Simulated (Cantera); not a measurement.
What does this Cantera script print?

```python
import numpy as np
import cantera as ct

gas = ct.Solution("gri30.yaml")
gas.TPX = 2000, 101325, {'C2H6': 1, 'H2': 7.8}
inlet = ct.Reservoir(gas, clone=True)

reactor = ct.IdealGasConstPressureReactor(gas, energy="off", clone=False)
exhaust = ct.Reservoir(gas, clone=True)
tau = [2.9, 0.87, 0.26, 0.076, 0.023, 0.0067, 0.002, 0.00059, 0.00017][0]
for a, b in ((inlet, reactor), (reactor, exhaust)):
    ct.MassFlowController(a, b, mdot=lambda t: reactor.mass / tau)
net = ct.ReactorNet([reactor])
show = ['C2H6', 'H2', 'H', 'C2H', 'C2H4', 'CH3']

rows = []
print(f"{'tau/s':>10s}{'T/K':>9s}" + "".join(f"{s:>11s}" for s in show))
for tau in [2.9, 0.87, 0.26, 0.076, 0.023, 0.0067, 0.002, 0.00059, 0.00017]:
    net.initial_time = 0.0
    net.advance(30 * tau)
    before = gas.X
    net.advance(40 * tau)
    drift = np.max(np.abs(gas.X - before) / (gas.X + 1e-9))
    rows.append([gas.T, *gas[show].X, drift])
    print(f"{tau:10.3e}{gas.T:9.1f}" + "".join(f"{x:11.3e}" for x in gas[show].X))
```

It prints:

```
     tau/s      T/K       C2H6         H2          H        C2H       C2H4        CH3
 2.900e+00   2000.0  3.522e-07  9.032e-01  1.548e-03  2.886e-06  5.533e-04  1.471e-04
 8.700e-01   2000.0  5.759e-07  9.027e-01  1.550e-03  2.881e-06  5.525e-04  1.731e-04
 2.600e-01   2000.0  1.321e-06  9.016e-01  1.554e-03  2.867e-06  5.515e-04  2.397e-04
 7.600e-02   2000.0  3.854e-06  8.990e-01  1.566e-03  2.838e-06  5.550e-04  3.857e-04
 2.300e-02   2000.0  1.186e-05  8.944e-01  1.589e-03  2.791e-06  5.822e-04  6.520e-04
 6.700e-03   2000.0  3.827e-05  8.869e-01  1.643e-03  2.726e-06  6.981e-04  1.126e-03
 2.000e-03   2000.0  1.177e-04  8.765e-01  1.763e-03  2.679e-06  1.059e-03  1.877e-03
 5.900e-04   2000.0  3.502e-04  8.647e-01  2.015e-03  2.708e-06  2.011e-03  3.038e-03
 1.700e-04   2000.0  1.013e-03  8.531e-01  2.475e-03  2.821e-06  4.195e-03  4.833e-03
```

Computed with Cantera and GRI-Mech 3.0 (53 species, 325 reactions). GRI-Mech 3.0 stops at C3 and has no aromatics, soot or wall deposition, so with more carbon than oxygen in the feed, carbon stays in small species such as C2H2 where larger ones or solid carbon would form.
